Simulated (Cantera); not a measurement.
A freely propagating, adiabatic, planar premixed flame of H2 : O2 : N2 = 1 : 0.685 : 2.58 (molar parts), equivalence ratio 0.73, unburnt at 500 K and 4.93 atm; mixture-averaged transport, grid criteria slope 0.08 and curve 0.16, no radiation.

Cantera simulation using the H2/O2 subset of GRI-Mech 3.0, which has no nitrogen chemistry; the numbers are that mechanism's predictions, not measurements. The hydrogen kinetics of GRI-Mech 3.0 are dated; newer H2 mechanisms differ, most at raised pressure. Burning velocities carry a grid error of a few per cent, more on coarse grids.

### Question
How do the results move with these cheaper or finer settings: unity-Lewis-number transport; multicomponent transport; multicomponent+Soret transport; grid criteria slope 0.5, curve 1; grid criteria slope 0.25, curve 0.5; grid criteria slope 0.03, curve 0.06?

### Answer
```tsv
setting	laminar burning velocity	thermal thickness	peak x(OH)	peak x(HO2)	grid points
as above	256 cm/s	0.0574 mm	0.0117	0.000904	107
unity-Lewis-number transport	284 cm/s	0.0449 mm	0.0140	0.000708	106
multicomponent transport	256 cm/s	0.0566 mm	0.0117	0.000909	108
multicomponent+Soret transport	228 cm/s	0.0574 mm	0.0112	0.000874	107
grid criteria slope 0.5, curve 1	354 cm/s	0.0724 mm	0.0123	0.000762	39
grid criteria slope 0.25, curve 0.5	269 cm/s	0.0603 mm	0.0114	0.000887	52
grid criteria slope 0.03, curve 0.06	257 cm/s	0.0564 mm	0.0119	0.000916	248
```
The base run took around 1.1 core-seconds (rough).
Unity Lewis numbers drop preferential diffusion, which matters most where H2 and H carry the flame; Soret adds thermal diffusion.
